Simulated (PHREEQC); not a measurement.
Na2CO3 is added in steps, without added water, to 1 kg of water holding 6.8 mmol/kgw CuSO4, 0.19 mmol/kgw HNO3 and 71 mmol/kgw KCl, at 25 °C. O2 is buffered at 0.21 atm. CO2 is held at log p = -3.4 (atm). The run lets Tenorite, Malachite, Brochantite, Antlerite, Atacamite, Cu2(OH)3NO3, Halite, Mirabilite, Chalcanthite, Nahcolite, Natron precipitate or redissolve, and no other solid.

Base run: PHREEQC, ion-association model, wateq4f.dat. Each further column changes one thing. The table gives pH.

```json
[
 {"Na2CO3 added (mol)": "0", "base": "3.88", "Debye-Hückel limiting law": "3.93", "Davies equation for every ion": "3.90", "metal-ligand complexes left out": "3.90", "all activity coefficients set to 1": "3.83"},
 {"Na2CO3 added (mol)": "0.0015", "base": "4.73", "Debye-Hückel limiting law": "4.87", "Davies equation for every ion": "4.74", "metal-ligand complexes left out": "4.67", "all activity coefficients set to 1": "4.56"},
 {"Na2CO3 added (mol)": "0.003", "base": "4.88", "Debye-Hückel limiting law": "5.02", "Davies equation for every ion": "4.90", "metal-ligand complexes left out": "4.82", "all activity coefficients set to 1": "4.72"},
 {"Na2CO3 added (mol)": "0.0045", "base": "5.22", "Debye-Hückel limiting law": "5.35", "Davies equation for every ion": "5.23", "metal-ligand complexes left out": "5.15", "all activity coefficients set to 1": "5.07"},
 {"Na2CO3 added (mol)": "0.006", "base": "6.63", "Debye-Hückel limiting law": "6.59", "Davies equation for every ion": "6.64", "metal-ligand complexes left out": "6.63", "all activity coefficients set to 1": "6.74"},
 {"Na2CO3 added (mol)": "0.0075", "base": "8.19", "Debye-Hückel limiting law": "8.13", "Davies equation for every ion": "8.18", "metal-ligand complexes left out": "8.19", "all activity coefficients set to 1": "8.29"},
 {"Na2CO3 added (mol)": "0.009", "base": "8.70", "Debye-Hückel limiting law": "8.63", "Davies equation for every ion": "8.69", "metal-ligand complexes left out": "8.70", "all activity coefficients set to 1": "8.81"},
 {"Na2CO3 added (mol)": "0.0105", "base": "8.90", "Debye-Hückel limiting law": "8.83", "Davies equation for every ion": "8.90", "metal-ligand complexes left out": "8.91", "all activity coefficients set to 1": "9.02"},
 {"Na2CO3 added (mol)": "0.012", "base": "9.03", "Debye-Hückel limiting law": "8.96", "Davies equation for every ion": "9.03", "metal-ligand complexes left out": "9.04", "all activity coefficients set to 1": "9.15"}
]
```

The database's constant for dissolved Cu(OH)2 is higher than later reviews accept.
